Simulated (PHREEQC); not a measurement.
Dissolve 0.25 mol/kgw KOH, 0.017 mol/kgw H3BO3 and 0.00057 mol/kgw (CH3)4NCl at 85 °C. Closed to the air; pH follows from the charge balance.

The numbers come from PHREEQC with the ion-association model, phreeqc.dat.

```yaml
pH: 11.68
ionic_strength: 0.251 mol/kgw
activity_of_water: 0.991
density: 0.981 g/cm³
total_alkalinity: 250 meq/kg
```

```csv
species,molality,activity,log γ
K+,0.250,0.166,-0.178
OH-,0.233,0.153,-0.181
H2BO3-,0.0170,0.0120,-0.149
Cl-,0.000570,0.000381,-0.175
(CH3)4N+,0.000570,0.000383,-0.172
H3BO3,1.64e-5,1.74e-5,0.025
O2,1.50e-7,1.59e-7,0.025
```

No solid was allowed to form. (CH3)4N+ isn't in the database: it is added as a free cation with an ion size of 4 Å. At this temperature some constants are extrapolated from 25 °C, and those without enthalpy data are left unchanged.
